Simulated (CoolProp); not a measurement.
Properties of R410A along the isobar 10.6 MPa.

The numbers come from the reference Helmholtz-energy equation of state, Lemmon 2003 in CoolProp. It is a pseudo-pure fit of the blend.

| T (K) | phase | cp (kJ/(kg K)) | isothermal compressibility (1/MPa) | expansivity (1/kK) | Prandtl number |
|---|---|---|---|---|---|
| 243.6 | liquid | 1.367 | 0.001970 | 2.319 | 2.83 |
| 265 | liquid | 1.409 | 0.002721 | 2.620 | 2.54 |
| 286.4 | liquid | 1.471 | 0.003952 | 3.068 | 2.32 |
| 307.7 | liquid | 1.561 | 0.006158 | 3.766 | 2.18 |
| 329.1 | liquid | 1.698 | 0.01074 | 4.961 | 2.13 |
| 350.4 | supercritical | 1.935 | 0.02253 | 7.361 | 2.24 |
| 371.8 | supercritical | 2.393 | 0.06255 | 12.86 | 2.61 |
| 393.1 | supercritical | 2.484 | 0.1317 | 15.82 | 2.48 |
| 414.5 | supercritical | 1.968 | 0.1380 | 11.01 | 1.77 |
| 435.9 | supercritical | 1.662 | 0.1273 | 7.699 | 1.39 |
| 457.2 | supercritical | 1.507 | 0.1186 | 5.856 | 1.20 |
| 478.6 | supercritical | 1.422 | 0.1124 | 4.725 | 1.09 |
| 499.9 | supercritical | 1.375 | 0.1080 | 3.979 | 1.03 |

The peak of cp marks the crossing from liquid-like to gas-like fluid above the critical point.

Viscosity comes from a separate model (Geller 2000). Thermal conductivity comes from a separate model (Geller 2001).
